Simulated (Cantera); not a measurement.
A closed system holds: 1 mol CuO, a varied amount of CH4, 0.026 mol CO, equilibrated at 1748 K and 101000 Pa.

Method: chemical equilibrium by Gibbs-energy minimisation in Cantera with the NASA 1993 tables (ideal gas, pure condensed phases). Candidate condensed phases: C, C6H6, C7H8, C8H18, Cu, CuO, Cu(OH)2, Cu2O, H2O; 113 gas species. Rates play no part.

**Question.** At 0.88 mol CH4, list the 4 most abundant gas species with their mole fractions, and the condensed phases.

**Answer.** H2 0.621, CO 0.334, H2O 0.0392, CO2 0.00583. Condensed: Cu(l).
